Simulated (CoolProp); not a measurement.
Properties of water along the isotherm 380.95 °C.

The numbers come from the reference Helmholtz-energy equation of state, Wagner 2002 in CoolProp.

| p (kPa) | phase | Z | cv (kJ/(kg K)) | viscosity (µPa s) |
|---|---|---|---|---|
| 105 | gas | 0.9985 | 1.593 | 23.7 |
| 177 | gas | 0.9974 | 1.595 | 23.7 |
| 298 | gas | 0.9957 | 1.600 | 23.7 |
| 503 | gas | 0.9927 | 1.607 | 23.7 |
| 849 | gas | 0.9876 | 1.619 | 23.6 |
| 1430 | gas | 0.9789 | 1.640 | 23.6 |
| 2420 | gas | 0.9638 | 1.679 | 23.6 |
| 4080 | gas | 0.9372 | 1.751 | 23.6 |
| 6890 | gas | 0.8888 | 1.895 | 23.6 |
| 11600 | gas | 0.7950 | 2.205 | 23.8 |
| 19600 | gas | 0.5696 | 3.046 | 25.6 |
| 33100 | supercritical | 0.1978 | 2.994 | 64.4 |

Viscosity comes from a separate model (Huber 2009).
